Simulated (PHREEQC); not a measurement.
Make-up at 35 °C: 0.058 mol H2SO4, 0.015 mol Li2SO4, 0.0011 mol Fe2(SO4)3 and 0.043 mol HNO3 per kg of water. Closed to the air; pH follows from the charge balance.

The numbers come from PHREEQC with the ion-association model, wateq4f.dat.

No solid was allowed to form.

**Question.** What pH, ionic strength does the model give?

**Answer.** pH 1.10; ionic strength 0.146 mol/kgw.

**Question.** In which forms is Li present?

**Answer.** Li+ 98 %, LiSO4- 2.0 % of the Li.

Saturation is exceeded, for instance for Hematite (slow to form); the values hold only as long as no solid forms. Species that the database lacks are ignored.
